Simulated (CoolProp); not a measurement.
The numbers come from the reference Helmholtz-energy equation of state, Schroeder 2014 in CoolProp.

For ethanol, give the phase and the density (kg/m³), cv (kJ/(kg K)), expansivity (1/kK), conductivity (mW/(m K)) at 314.1 K and 246 bar; 289.1 K and 1.43 bar.


- 314.1 K and 246 bar: liquid; density 793, cv 2.14, expansivity 0.974, conductivity 173
- 289.1 K and 1.43 bar: liquid; density 793, cv 1.98, expansivity 1.07, conductivity 165

Thermal conductivity comes from a separate model (Assael 2013).
